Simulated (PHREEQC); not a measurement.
Solution (25 °C): 0.015 mol CuSO4, 0.0006 mol ZnCl2 and 0.0079 mol HCl per kg of water. Closed to the air; pH follows from the charge balance.

All values are PHREEQC results (ion-association model, phreeqc.dat), not measurements.

Precipitation was switched off in this run.

Task: What pH does the model give?

Result: pH 2.31.

Task: In which forms is Cu present?

Result: Cu+2 71 %, CuSO4 28 %, CuCl+ 0.8 % of the Cu.

Complexes and solids missing from the database can't appear.
